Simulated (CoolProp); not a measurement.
Saturation properties of tetrahydrofuran.

The numbers come from the reference Helmholtz-energy equation of state, Fiedler 2023 in CoolProp.

```json
[
 {"T (K)": "323.1", "p (MPa)": "0.05857", "liquid density (kg/m³)": "854.1", "vapour density (kg/m³)": "1.602", "enthalpy of vaporisation (kJ/kg)": "428.0", "liquid cp (kJ/(kg K))": "1.819"},
 {"T (K)": "329.7", "p (MPa)": "0.07401", "liquid density (kg/m³)": "846.6", "vapour density (kg/m³)": "1.991", "enthalpy of vaporisation (kJ/kg)": "423.3", "liquid cp (kJ/(kg K))": "1.846"},
 {"T (K)": "336.3", "p (MPa)": "0.09253", "liquid density (kg/m³)": "839.0", "vapour density (kg/m³)": "2.450", "enthalpy of vaporisation (kJ/kg)": "418.4", "liquid cp (kJ/(kg K))": "1.873"},
 {"T (K)": "342.9", "p (MPa)": "0.1145", "liquid density (kg/m³)": "831.3", "vapour density (kg/m³)": "2.988", "enthalpy of vaporisation (kJ/kg)": "413.5", "liquid cp (kJ/(kg K))": "1.900"},
 {"T (K)": "349.5", "p (MPa)": "0.1404", "liquid density (kg/m³)": "823.5", "vapour density (kg/m³)": "3.614", "enthalpy of vaporisation (kJ/kg)": "408.5", "liquid cp (kJ/(kg K))": "1.928"},
 {"T (K)": "356.1", "p (MPa)": "0.1707", "liquid density (kg/m³)": "815.7", "vapour density (kg/m³)": "4.336", "enthalpy of vaporisation (kJ/kg)": "403.4", "liquid cp (kJ/(kg K))": "1.957"},
 {"T (K)": "362.7", "p (MPa)": "0.2058", "liquid density (kg/m³)": "807.7", "vapour density (kg/m³)": "5.166", "enthalpy of vaporisation (kJ/kg)": "398.1", "liquid cp (kJ/(kg K))": "1.986"},
 {"T (K)": "369.3", "p (MPa)": "0.2462", "liquid density (kg/m³)": "799.7", "vapour density (kg/m³)": "6.113", "enthalpy of vaporisation (kJ/kg)": "392.8", "liquid cp (kJ/(kg K))": "2.015"},
 {"T (K)": "375.8", "p (MPa)": "0.2917", "liquid density (kg/m³)": "791.6", "vapour density (kg/m³)": "7.172", "enthalpy of vaporisation (kJ/kg)": "387.4", "liquid cp (kJ/(kg K))": "2.045"},
 {"T (K)": "382.4", "p (MPa)": "0.3442", "liquid density (kg/m³)": "783.3", "vapour density (kg/m³)": "8.387", "enthalpy of vaporisation (kJ/kg)": "381.8", "liquid cp (kJ/(kg K))": "2.076"},
 {"T (K)": "389", "p (MPa)": "0.4036", "liquid density (kg/m³)": "774.9", "vapour density (kg/m³)": "9.757", "enthalpy of vaporisation (kJ/kg)": "376.0", "liquid cp (kJ/(kg K))": "2.107"},
 {"T (K)": "395.6", "p (MPa)": "0.4704", "liquid density (kg/m³)": "766.3", "vapour density (kg/m³)": "11.30", "enthalpy of vaporisation (kJ/kg)": "370.1", "liquid cp (kJ/(kg K))": "2.139"},
 {"T (K)": "402.2", "p (MPa)": "0.5453", "liquid density (kg/m³)": "757.6", "vapour density (kg/m³)": "13.02", "enthalpy of vaporisation (kJ/kg)": "363.9", "liquid cp (kJ/(kg K))": "2.172"},
 {"T (K)": "408.8", "p (MPa)": "0.6289", "liquid density (kg/m³)": "748.6", "vapour density (kg/m³)": "14.95", "enthalpy of vaporisation (kJ/kg)": "357.6", "liquid cp (kJ/(kg K))": "2.206"}
]
```

It boils at 339.1 K under 1 atm.
